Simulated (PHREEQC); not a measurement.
Solution (25 °C): 0.26 mol CsOH, 0.021 mol CO2 and 0.00084 mol Na2CO3 per kg of water. Closed to the air; pH follows from the charge balance.

Computed with PHREEQC (ion-association model, wateq4f.dat).

No solid was allowed to form.

Problem. What pH, ionic strength does the model give?

Solution. pH 13.17; ionic strength 0.283 mol/kgw.

Problem. In which forms is Na present?

Solution. Na+ 90 %, NaCO3- 10 % of the Na.
